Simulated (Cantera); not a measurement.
Input: 1 mol Cr2O3, 12 mol H2, equilibrated at 1848.15 K and 0.0100 bar.

Cantera equilibrium calculation (NASA polynomials, part measured and part estimated; ideal gas, pure solids and liquids). Candidate condensed phases: Cr, Cr2O3, H2O; 13 gas species. Kinetics and transport are ignored.

Question: What is the equilibrium state?

Answer: 
| Quantity | Result |
|---|---|
| x(H2) | 0.973 |
| x(H2O) | 0.0128 |
| x(Cr) | 0.00853 |
| x(H) | 0.00524 |
| x(CrO) | 6.30e-5 |
| x(OH) | 5.08e-6 |
| n(Cr2O3(s)) | 0.948 mol |
| gas amount | 12.14 mol |
| log10 activity of Cr(s) (absent) | -0.32 |
